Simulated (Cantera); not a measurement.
Mixture: CH4 : O2 : N2 = 1 : 2.63 : 9.89 (molar parts), equivalence ratio 0.76, at 4.93 atm, adiabatic and at constant volume. Ignition delay is the time to a rise of 400 K.

Detailed kinetics in Cantera: GRI-Mech 3.0 (53 species, 325 reactions).

**Question.** Predict: delay at 1300 K; delay at 1375 K; delay at 1450 K; delay at 1525 K; delay at 1600 K; apparent activation energy between 1450 and 1600 K.

**Answer.** 
```json
{
 "delay at 1300 K": "2.42 ms",
 "delay at 1375 K": "1.03 ms",
 "delay at 1450 K": "0.466 ms",
 "delay at 1525 K": "0.223 ms",
 "delay at 1600 K": "0.114 ms",
 "apparent activation energy between 1450 and 1600 K": "180 kJ/mol"
}
```
